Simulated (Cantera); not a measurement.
Input: 1 mol Cu2O, 0.34 mol C, 2.7 mol H2, equilibrated at 0.120 bar.

Equilibrium computed with Cantera from the NASA thermochemical tables; the gas is ideal and each condensed phase is pure. Candidate condensed phases: C, C6H6, C7H8, C8H18, Cu, CuO, Cu(OH)2, Cu2O, H2O; 113 gas species. Equilibrium is a limit: real reactors are often held back by kinetics, nucleation or transport.

log p: log10 of the partial pressure in bar; n: condensed amount in mol.

```csv
T (K),log p H2,log p H2O,log p CO,log p CO2,log p CH4,log p H,log p Cu,n Cu(s),n Cu(l)
998,-1.07,-1.65,-2.01,-2.43,-4.99,___,-10.84,2.00,0
1048,-1.08,-1.64,-1.99,-2.48,-5.54,___,-10.01,2.00,0
1098,-1.08,-1.64,-1.98,-2.54,-6.05,___,-9.25,2.00,0
1148,-1.08,-1.63,-1.97,-2.59,-6.52,___,-8.57,2.00,0
1198,-1.08,-1.62,-1.95,-2.63,-6.95,___,-7.93,2.00,0
1248,-1.08,-1.62,-1.95,-2.68,-7.34,___,-7.36,2.00,0
1298,-1.08,-1.62,-1.94,-2.72,-7.70,___,-6.82,2.00,0
1348,-1.08,-1.61,-1.93,-2.75,-8.04,___,-6.33,2.00,0
1398,-1.09,-1.61,-1.93,-2.79,-8.35,___,-5.89,0,2.00
```

Q: What belongs in the gaps?

A: 
- 998, log p H: -9.20
- 1048, log p H: -8.65
- 1098, log p H: -8.15
- 1148, log p H: -7.69
- 1198, log p H: -7.26
- 1248, log p H: -6.87
- 1298, log p H: -6.51
- 1348, log p H: -6.18
- 1398, log p H: -5.87
